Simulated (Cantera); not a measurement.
A freely propagating, adiabatic, planar premixed flame of H2 : O2 : N2 = 1 : 0.769 : 2.89 (molar parts), equivalence ratio 0.65, unburnt at 550 K and 9.87 atm; mixture-averaged transport, grid criteria slope 0.08 and curve 0.16, no radiation.

Computed with Cantera and the H2/O2 subset of GRI-Mech 3.0, which has no nitrogen chemistry. The hydrogen kinetics of GRI-Mech 3.0 are dated; newer H2 mechanisms differ, most at raised pressure. Burning velocities carry a grid error of a few per cent, more on coarse grids. Lean hydrogen flames are cellular in practice and burn faster than this planar one.

Problem. What does this change do: 0.21 parts H2O added?

Solution. 
| quantity | before | after |
|---|---|---|
| laminar burning velocity | 145 cm/s | 95.7 cm/s |
| thermal thickness | 0.0338 mm | 0.0421 mm |
| peak x(OH) | 0.00709 | 0.00526 |
| peak x(O) | 0.00268 | 0.00146 |
| peak x(H) | 0.00278 | 0.00153 |

Problem. What does this change do: inlet temperature 550 to 350 K?

Solution. 
```tsv
quantity	before	after
laminar burning velocity	145 cm/s	40.4 cm/s
thermal thickness	0.0338 mm	0.0507 mm
peak x(OH)	0.00709	0.00400
peak x(O)	0.00268	0.00116
peak x(H)	0.00278	0.00105
```
